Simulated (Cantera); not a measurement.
Input: 1 mol CH₄, 0.06 mol NH₃, 0.14 mol CO₂, equilibrated at 2325 K and 0.133 bar.

Cantera equilibrium calculation (NASA polynomials, part measured and part estimated; ideal gas, pure solids and liquids). Equilibrium is a limit: real reactors are often held back by kinetics, nucleation or transport.

| species | before | after |
|---|---|---|
| H₂ | 0.839 | 0.856 |
| CO | 0.115 | 0.116 |
| H | 0.0276 | 0.0122 |
| C₂H₂ (acetylene) | 0.00410 | 0.00189 |
| N₂ | 0.0101 | 0.0110 |
| HNC | 0.000383 | 0.000203 |
| CH₃ | 1.18e-5 | 7.50e-6 |
| HCN | 0.00407 | 0.00268 |
| CH₄ | 1.91e-5 | 2.72e-5 |
| C(graphite), mol | 0.829 | 0.844 |
Gas species are given as mole fractions.

**Question.** What was changed between the two runs?
A. CO₂ from 0.14 to 5.8 mol
B. temperature from 2325 K to 2173.15 K
C. temperature from 2325 K to 1473 K
D. CO₂ from 0.14 to 2.5 mol

**Answer.** B, temperature from 2325 K to 2173.15 K
